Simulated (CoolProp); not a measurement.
Saturation properties of fluorine.

Values from CoolProp's reference Helmholtz-energy equation of state, de Reuck 1990.

| T (K) | p (MPa) | liquid density (kg/m³) | surface tension (mN/m) |
|---|---|---|---|
| 80.3 | 0.05685 | 1534 | 14.8 |
| 82.9 | 0.07877 | 1517 | 14.1 |
| 85.5 | 0.1068 | 1499 | 13.3 |
| 88.1 | 0.1420 | 1480 | 12.6 |
| 90.8 | 0.1874 | 1460 | 11.9 |
| 93.4 | [?] | 1441 | 11.2 |
| 96 | 0.3050 | 1421 | 10.5 |
| 98.6 | [?] | 1401 | 9.83 |
| 101.2 | 0.4705 | 1380 | 9.15 |
| 103.9 | [?] | 1358 | 8.46 |
| 106.5 | [?] | 1336 | 7.80 |
| 109.1 | 0.8371 | 1313 | 7.16 |
| 111.7 | 0.9936 | 1290 | 6.52 |
| 114.4 | 1.177 | 1264 | 5.87 |
| 117 | 1.376 | 1239 | 5.26 |

Task: Complete the blanks.

Result: 
- 93.4, p (MPa): 0.2408
- 98.6, p (MPa): 0.3811
- 103.9, p (MPa): 0.5788
- 106.5, p (MPa): 0.6993

It boils at 85.0 K under 1 atm.

Surface tension comes from a separate correlation (Mulero 2012).
